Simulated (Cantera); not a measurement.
Feed: 1 mol Fe₂O₃, 1.5 mol CH₄, 16 mol N₂, 13 mol CO, held at 10.0 Torr.

Equilibrium computed with Cantera from the NASA thermochemical tables; the gas is ideal and each condensed phase is pure. Candidate condensed phases: C, C₆H₆, C₇H₈, C₈H₁₈, Fe, Fe(CO)₅, FeO, Fe(OH)₂, Fe(OH)₃, Fe₂O₃, Fe₃O₄, H₂O; 140 gas species. Rates play no part.

**Question.** Which condensed phases are stable at each of these points (T (K)): 1823, 1848, 1873, 1898, 1923, 1948, 1973, 1998, 2023, 2048, 2073, 2098, 2123?

**Answer.** 
```
T (K)  condensed phases  Fe condensed (%)
-----  ----------------  ----------------
1823              Fe(l)              94.8
1848              Fe(l)              92.8
1873              Fe(l)              90.0
1898              Fe(l)              86.2
1923              Fe(l)              81.1
1948              Fe(l)              74.3
1973              Fe(l)              65.4
1998              Fe(l)              53.6
2023              Fe(l)              38.2
2048              Fe(l)              18.0
2073           gas only               0.0
2098           gas only               0.0
2123           gas only               0.0
```

From 1823 K to 2048 K the condensed part is Fe(l). From 2073 K to 2123 K nothing is condensed.
